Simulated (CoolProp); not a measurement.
A closed Brayton cycle with carbon dioxide: compressor inlet 312.15 K and 9.4 MPa, high pressure 27.3 MPa, turbine inlet 880 K, compressor efficiency 0.85, turbine efficiency 0.93, recuperator effectiveness 0.8 (on enthalpy, no pinch check). Each further row changes one setting.

Values from CoolProp's reference Helmholtz-energy equation of state, Span 1996.

```
case                           thermal efficiency (%)  net work (kJ/kg)  compressor to turbine work  compressor exit (K)  turbine exit (K)
-----------------------------  ----------------------  ----------------  --------------------------  -------------------  ----------------
as stated                                        33.2               124                        0.20                350.3             743.0
turbine inlet 830 K                              32.3               114                        0.21                350.3             697.9
compressor inlet 322.15 K                        32.6               108                        0.30                396.0             743.0
high pressure 23.2 MPa                           30.7               108                        0.18                343.7             763.3
recuperator effectiveness 0.5                    24.0               124                        0.20                350.3             743.0
```
